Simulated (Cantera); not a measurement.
An isothermal, constant-pressure homogeneous reactor starts with CH4 : N2 = 1 : 10 (molar parts), at 1800 K and 18.0 Torr.

Computed with Cantera and GRI-Mech 3.0 (53 species, 325 reactions). GRI-Mech 3.0 stops at C3 and has no aromatics, soot or wall deposition, so with more carbon than oxygen in the feed, carbon stays in small species such as C2H2 where larger ones or solid carbon would form. Radical loss at walls, strong at low pressure, is not modelled.

x: mole fraction; the columns are a selection and need not sum to one.

```tsv
t (s)	x CH4	x H2	x C2H4	x CH3	x HCN
1.00e-6	0.0909	4.69e-9	<1e-12	1.15e-7	<1e-12
3.16e-6	0.0909	4.41e-8	<1e-12	3.93e-7	<1e-12
1.00e-5	0.0909	3.67e-7	<1e-12	1.47e-6	<1e-12
3.16e-5	0.0909	___	1.18e-11	___	<1e-12
0.000100	0.0909	9.76e-6	9.61e-10	2.08e-5	<1e-12
0.000316	0.0908	3.37e-5	4.81e-8	6.84e-5	<1e-12
0.00100	0.0907	0.000112	1.77e-6	0.000218	4.18e-12
0.00316	0.0901	0.000466	5.61e-5	0.000684	9.16e-11
0.0100	0.0852	0.00478	0.00138	0.00195	6.22e-9
0.0316	___	___	___	___	___
0.100	0.0157	0.102	0.000303	0.000884	3.66e-6
0.316	0.00311	0.120	1.96e-5	0.000253	1.17e-5
1.00	0.000460	0.124	3.47e-6	5.34e-5	2.73e-5
```

**Question.** Some entries are withheld; supply them.

**Answer.** 
- 3.16e-5, x H2: 2.30e-6
- 3.16e-5, x CH3: 5.79e-6
- 0.0316, x CH4: 0.0499
- 0.0316, x H2: 0.0509
- 0.0316, x C2H4: 0.00359
- 0.0316, x CH3: 0.00227
- 0.0316, x HCN: 5.04e-7
